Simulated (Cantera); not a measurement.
A freely propagating, adiabatic, planar premixed flame of H₂ : O₂ : N₂ = 1 : 0.455 : 1.71 (molar parts), unburnt at 475 K and 2.60 bar; mixture-averaged transport, grid criteria slope 0.08 and curve 0.16, no radiation.

Cantera simulation using the H2/O2 subset of GRI-Mech 3.0, which has no nitrogen chemistry; the numbers are that mechanism's predictions, not measurements. The hydrogen kinetics of GRI-Mech 3.0 are dated; newer H2 mechanisms differ, most at raised pressure. Burning velocities carry a grid error of a few per cent, more on coarse grids.

Predict: laminar burning velocity; thermal thickness; peak x(H₂O₂); peak x(H); peak x(O); peak x(HO₂).


```json
{
 "laminar_burning_velocity": "531 cm/s",
 "thermal_thickness": "0.122 mm",
 "peak x(H₂O₂)": "7.64e-5",
 "peak x(H)": "0.0450",
 "peak x(O)": "0.00894",
 "peak x(HO₂)": "0.000738"
}
```
